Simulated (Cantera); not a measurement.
Input: 1 mol Si₃N₄, 0.018 mol O₂, 510 mol H₂, 0.0041 mol H₂O, equilibrated at 0.0133 bar.

Equilibrium computed with Cantera from the NASA thermochemical tables; the gas is ideal and each condensed phase is pure. Candidate condensed phases: H₂O, Si, SiO₂, Si₂N₂O, Si₃N₄; 35 gas species. Rates play no part. All values below are at 1625 K.

Base state: H₂ 0.995, N₂ 0.00390, H 0.000610, SiO 7.83e-5, Si 1.22e-5 (mole fractions); condensed: Si(s).

Q: What changes in the equilibrium state with this change: Si₃N₄ replaced by SiC?

A: 
```csv
species,before,after
H₂,0.995,0.999
H,0.000610,0.000611
CO,0,4.07e-5
N₂,0.00390,0
SiO,7.83e-5,3.79e-5
Si,1.22e-5,2.39e-6
"Si(s), mol",2.95,0
"SiC(s), mol",0,0.979
```
Further candidate phases: C, C₆H₆, C₇H₈, C₈H₁₈, SiC.
